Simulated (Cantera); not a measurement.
**Boron, boron nitride and boron oxide: borazine + H2O + H2**

Charge: 1 mol borazine, 0.081 mol H2O, 6.5 mol H2, held at 0.100 bar.

These are equilibrium values from Cantera (NASA tables, ideal gas, pure condensed phases), not measurements of a reactor. Candidate condensed phases: B, BN, B2O3, B3O3H3, H2O; 39 gas species. The feed counts by its element totals alone. Mutual solubility and eutectic melting of coexisting phases are not modelled. Rates play no part.

```
T (K)   x H2     x HBO     x N2    x HBO2  n BN(s)  n B2O3(l)
-----  -----  --------  -------  --------  -------  ---------
1023   0.997   3.71e-8  0.00260   3.28e-6     2.95     0.0250
1073   0.997   1.84e-7  0.00261   8.40e-6     2.95     0.0250
1123   0.997   7.89e-7  0.00261   1.97e-5     2.95     0.0250
1173   0.997   2.98e-6  0.00261   4.25e-5     2.95     0.0249
1223   0.997   1.00e-5  0.00261   8.59e-5     2.95     0.0246
1273   0.997   3.07e-5  0.00261  0.000164     2.95     0.0241
1323   0.996   8.62e-5  0.00260  0.000296     2.95     0.0231
1373   0.996  0.000224  0.00259  0.000509     2.95     0.0212
1423   0.995  0.000541  0.00259  0.000843     2.95     0.0178
1473   0.994   0.00123  0.00263   0.00135     2.95     0.0115
1523   0.992   0.00261  0.00275   0.00207     2.95          0
1573   0.991   0.00371  0.00307   0.00159     2.94          0
1623   0.990   0.00489  0.00340   0.00111     2.93          0
1673   0.989   0.00595  0.00369  0.000690     2.93          0
```
x: gas mole fraction; n: condensed amount in mol.

From 1023 K to 1473 K the condensed part is BN(s) + B2O3(l). From 1523 K to 1673 K the condensed part is BN(s). The main B-bearing gas is HBO2 at 1023 K and HBO at 1673 K.
